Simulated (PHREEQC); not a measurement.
A solution holds 0.0085 mol/kgw H2SeO3, 0.00044 mol/kgw H3PO4 and 0.069 mol/kgw CaCl2, at 25 °C. Closed to the air; pH follows from the charge balance.

All values are PHREEQC results (ion-association model, wateq4f.dat), not measurements.

```json
{
 "pH": "2.49",
 "ionic_strength": "0.211 mol/kgw",
 "total_alkalinity": "-17.4 meq/kg"
}
```

```
species   molality  activity   log γ
--------  --------  --------  ------
Cl-          0.138    0.0977  -0.150
Ca+2        0.0689    0.0218  -0.499
H2SeO3     0.00479   0.00503   0.021
H+         0.00407   0.00324  -0.099
HSeO3-     0.00371   0.00276  -0.128
H2PO4-    0.000232  0.000172  -0.129
CaH2PO4+  0.000130   9.62e-5  -0.129
H3PO4      7.83e-5   8.22e-5   0.021
```

No solid was allowed to form. Complexes and solids missing from the database can't appear. H3PO4, which wateq4f.dat lacks, is added to it with the constant of phreeqc.dat.
